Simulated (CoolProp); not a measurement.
R123 along the isobar 2.37 MPa: fugacity coefficient from the reference equation and from simpler models built on Tc = 456.8 K, pc = 3.662 MPa, ω = 0.282; each cubic takes its own stable root.

Values from CoolProp's reference Helmholtz-energy equation of state, Younglove 1994. It is a modified Benedict-Webb-Rubin equation, recast in Helmholtz form.

| T (K) | phase | reference | van der Waals | Redlich-Kwong | Soave-Redlich-Kwong | Peng-Robinson |
|---|---|---|---|---|---|---|
| 240.1 | liquid | 0.002629 | 0.06784 | 0.007645 | 0.002660 | 0.002787 |
| 260.1 | liquid | 0.008045 | 0.1078 | 0.01975 | 0.008108 | 0.008293 |
| 280.1 | liquid | 0.02025 | 0.1598 | 0.04280 | 0.02043 | 0.02053 |
| 300.1 | liquid | 0.04371 | 0.2240 | 0.08103 | 0.04429 | 0.04394 |
| 320.1 | liquid | 0.08348 | 0.2998 | 0.1379 | 0.08502 | 0.08358 |
| 340.1 | liquid | 0.1444 | 0.3862 | 0.2154 | 0.1477 | 0.1444 |
| 360.1 | liquid | 0.2300 | 0.4816 | 0.3138 | 0.2363 | 0.2300 |
| 380 | liquid | 0.3416 | 0.5832 | 0.4306 | 0.3516 | 0.3414 |
| 400 | liquid | 0.4797 | 0.6894 | 0.5632 | 0.4932 | 0.4785 |
| 420 | liquid | 0.6400 | 0.7627 | 0.7043 | 0.6543 | 0.6351 |
| 440 | gas | 0.7504 | 0.7896 | 0.7606 | 0.7558 | 0.7373 |
| 460 | gas | 0.7883 | 0.8121 | 0.7906 | 0.7914 | 0.7729 |
| 480 | gas | 0.8187 | 0.8313 | 0.8156 | 0.8208 | 0.8025 |
| 500 | gas | 0.8438 | 0.8479 | 0.8368 | 0.8455 | 0.8275 |

At some of these states van der Waals gives the other phase, because its saturation line lies elsewhere.
